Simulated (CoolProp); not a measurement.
A single-stage vapour-compression cycle with isobutene: evaporating at 295.15 K (dew point), condensing at 322.15 K (bubble point), superheat 8 K, subcooling 2 K, compressor efficiency 0.7, no pressure losses. Each further row changes one setting.

Computed with CoolProp (reference Helmholtz-energy equation of state, Lemmon 2005). It is a short technical equation, of lower accuracy than the large ones.

```tsv
case	cooling COP	pressure ratio	discharge temperature (K)	refrigerating effect (kJ/kg)	volumetric capacity (kJ/m³)
as stated	6.89	2.14	335.4	315	2110
evaporating temperature 300.15 K	8.77	1.84	334.2	322	2490
condensing temperature 317.15 K	8.66	1.88	329.8	328	2190
subcooling 7 K	7.17	2.14	335.4	328	2190
superheat 18 K	6.97	2.14	345.5	333	2140
compressor efficiency 0.6	5.91	2.14	339.4	315	2110
```
